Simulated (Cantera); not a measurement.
# Transport properties of process gases

Gas mixture: 83.8 % NO, 16.2 % O2, at 21.8 Torr, frozen composition.

Cantera's kinetic-theory transport with the Lennard-Jones parameters of GRI-Mech 3.0, ideal gas; thermal conductivity in the multicomponent form. The composition is frozen, though it would react at the higher temperatures.

```csv
T (K),ρ (kg/m³),cp (J/kg/K),μ (µPa s),λ (mW/m/K),Pr,D (cm²/s) H2O,D (cm²/s) H2,D (cm²/s) C2H2
400,0.0264,988.8,23.5,32.7,0.711,13.7,44.5,9.67
600,0.0176,1034,31.2,45.5,0.709,29.1,87.8,19.7
800,0.0132,1086,37.8,57.9,0.708,48.8,142,32.2
1000,0.0106,1125,43.7,69.5,0.708,72.2,205,46.9
1200,0.00882,1152,49.3,80.2,0.707,98.9,278,63.7
1400,0.00756,1173,54.4,90.3,0.707,129,358,82.4
1600,0.00661,1191,59.4,100.0,0.707,161,447,103
```
D: mixture-averaged diffusion coefficient of that species in the mixture.
